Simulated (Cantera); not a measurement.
A closed system holds: 1 mol B2H6, 11 mol H2, at 63000 Pa.

Equilibrium computed with Cantera from the NASA thermochemical tables; the gas is ideal and each condensed phase is pure. Candidate condensed phases: B; 7 gas species. The feed counts by its element totals alone. Rates play no part. All values below are at 1075 °C.

Base state: H2 1.000 (mole fractions); condensed: B(s).

Problem. What changes in the equilibrium state with this change: B2H6 replaced by B2O3?

Solution. 
```tsv
species	before	after
H2	1.000	1.000
HBO	0	0.000135
H2O	0	9.13e-5
HBO2	0	6.45e-5
B3O3H3	0	3.72e-5
B(s), mol	2.00	0
B2O3(l), mol	0	0.998
```
Further candidate phases: B2O3, B3O3H3, H2O.
